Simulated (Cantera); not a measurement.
Cantera with NASA thermochemical tables; ideal gases at 1 bar, condensed phases pure. Values are per mole of reaction as written; species without (g) are pure solids or liquids, kept so even where they would boil at 1 bar.

2 SF6(g) ⇌ 12 F(g) + S2(g)

| T (K) | ΔH° (kJ) | ΔS° (J/K) | ΔG° (kJ) | log10 K |
|---|---|---|---|---|
| 698 | (withheld) | (withheld) | (withheld) | (withheld) |
| 723 | 3542.4 | 1599.2 | 2386.2 | -172.39 |
| 748 | 3542.6 | 1599.5 | 2346.2 | -163.84 |
| 773 | 3542.8 | 1599.8 | 2306.2 | -155.84 |
| 798 | (withheld) | (withheld) | (withheld) | (withheld) |
| 823 | 3543.0 | 1600.1 | 2226.2 | -141.29 |
| 848 | (withheld) | (withheld) | (withheld) | (withheld) |
| 873 | 3543.1 | 1600.2 | 2146.2 | -128.41 |
| 898 | 3543.1 | 1600.2 | 2106.2 | -122.51 |

Task: Some entries are withheld; supply them.

Result: 
- 698, ΔH° (kJ): 3542.1
- 698, ΔS° (J/K): 1598.8
- 698, ΔG° (kJ): 2426.1
- 698, log10 K: -181.56
- 798, ΔH° (kJ): 3542.9
- 798, ΔS° (J/K): 1599.9
- 798, ΔG° (kJ): 2266.2
- 798, log10 K: -148.34
- 848, ΔH° (kJ): 3543.1
- 848, ΔS° (J/K): 1600.1
- 848, ΔG° (kJ): 2186.2
- 848, log10 K: -134.66
